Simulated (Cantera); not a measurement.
Feed: 1 mol CuO, 12 mol CO, 5.4 mol H2, at 825 K and 7.50 Torr.

Method: chemical equilibrium by Gibbs-energy minimisation in Cantera with the NASA 1993 tables (ideal gas, pure condensed phases). Candidate condensed phases: C, C6H6, C7H8, C8H18, Cu, CuO, Cu(OH)2, Cu2O, H2O; 113 gas species. Rates play no part.

Base state: CO 0.534, H2 0.315, CO2 0.129, H2O 0.0212, CH4 0.000896 (mole fractions); condensed: C(graphite) + Cu(s).

What changes in the equilibrium state with this change: temperature from 825 K to 2573 K?


```tsv
species	before	after
CO	0.534	0.588
H2	0.315	0.170
H	<1e-9	0.142
CO2	0.129	0.0147
Cu	<1e-9	0.0502
H2O	0.0212	0.0273
OH	<1e-9	0.00510
O	<1e-9	0.00276
CH4	0.000896	<1e-9
O2	<1e-9	0.000180
C(graphite), mol	1.38	0
Cu(s), mol	1.00	0
```

What changes in the equilibrium state with this change: temperature from 825 K to 2125 K?


```csv
species,before,after
CO,0.534,0.628
H2,0.315,0.246
Cu,<1e-9,0.0538
CO2,0.129,0.0180
H,<1e-9,0.0180
H2O,0.0212,0.0355
CH4,0.000896,<1e-9
OH,<1e-9,0.000322
O,<1e-9,1.67e-5
"C(graphite), mol",1.38,0
"Cu(s), mol",1.00,0
```
